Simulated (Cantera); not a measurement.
## Hydrocarbon pyrolysis for carbon deposition

An isothermal, constant-pressure homogeneous reactor starts with C2H6 : N2 = 1 : 63 (molar parts), at 1875 K and 1.00 bar.

Model: GRI-Mech 3.0 (53 species, 325 reactions), integrated in Cantera. GRI-Mech 3.0 stops at C3 and has no aromatics, soot or wall deposition, so with more carbon than oxygen in the feed, carbon stays in small species such as C2H2 where larger ones or solid carbon would form.

```
t (s)       x C2H6    x CH2     x CH4     x HCN     x CH3       x H
--------  --------  -------  --------  --------  --------  --------
7.00e-5    4.16e-5  1.03e-5   0.00343   2.99e-5  0.000963  0.000343
0.000227   6.56e-6  2.11e-6   0.00320   3.26e-5  0.000366  0.000150
0.000734   2.29e-6  8.46e-7   0.00286   3.36e-5  0.000211   9.92e-5
0.00237    1.24e-6  6.17e-7   0.00217   3.52e-5  0.000155   9.90e-5
0.00769    3.88e-7  3.67e-7   0.00120   3.87e-5   8.77e-5  0.000105
0.0249     6.22e-8  1.54e-7  0.000472   4.42e-5   3.53e-5  0.000111
0.0805     6.83e-9  5.23e-8  0.000155   5.09e-5   1.17e-5  0.000114
0.261     7.26e-10  1.68e-8   4.91e-5   5.83e-5   3.73e-6  0.000114
0.844     1.67e-10  7.33e-9   2.14e-5   6.74e-5   1.62e-6  0.000115
2.73      1.36e-10  6.43e-9   1.87e-5   8.77e-5   1.42e-6  0.000115
8.84      1.37e-10  6.45e-9   1.88e-5  0.000152   1.43e-6  0.000115
28.6      1.41e-10  6.58e-9   1.91e-5  0.000340   1.45e-6  0.000115
92.7      1.46e-10  6.75e-9   1.96e-5  0.000824   1.49e-6  0.000115
300       1.48e-10  6.86e-9   1.99e-5   0.00189   1.52e-6  0.000115
```
x: mole fraction; the columns are a selection and need not sum to one.

Equilibrium at this temperature and pressure: C2H6 2.09e-11, CH2 2.61e-9, CH4 7.59e-6, HCN 0.0266, CH3 5.77e-7, H 0.000115 (gas phase only).
